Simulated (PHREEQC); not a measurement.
1 kg of water holding 0.014 mol/kgw KCl, 0.11 mol/kgw Na2SO4 and 0.0016 mol/kgw Na2B4O7 is evaporated at 25 °C; the solids stay in contact with the brine. No CO2 enters from the air. Solids allowed: Arcanite, Glaserite, Halite, Mirabilite, Misenite, Sylvite, Thenardite, Borax, Boric_acid,s, KB5O8:4H2O, K2B4O7:4H2O, NaBO2:4H2O, NaB5O8:5H2O, Teepleite. Others were left out.

Equilibrium calculation in PHREEQC: Pitzer model, pitzer.dat.

```tsv
water left (kg)	ionic strength	water activity	Mirabilite (mol)	Thenardite (mol)	Glaserite (mol)	Borax (mol)	Cl in solution (mol/kgw)
1	0.347	0.995	0	0	0	0	0.0140
0.6755	0.514	0.992	0	0	0	0	0.0207
0.375	0.926	?	0	0	0	0	0.0373
0.2082	?	0.978	0	0	0	0	0.0672
0.1407	2.47	?	0	0	0	0	0.0995
0.09503	3.65	0.955	0	0	0	0	0.147
0.05279	6.58	0.920	0	0	0	0	0.265
0.01691	8.29	0.884	0.0691	0	0	?	0.828
0.005073	9.49	0.805	0.0814	0.0111	0.00319	0.00125	2.76
```

Q: What belongs in the gaps?

A: 
- 0.375, water activity: 0.987
- 0.2082, ionic strength: 1.67
- 0.1407, water activity: 0.969
- 0.01691, Borax (mol): 0.000245
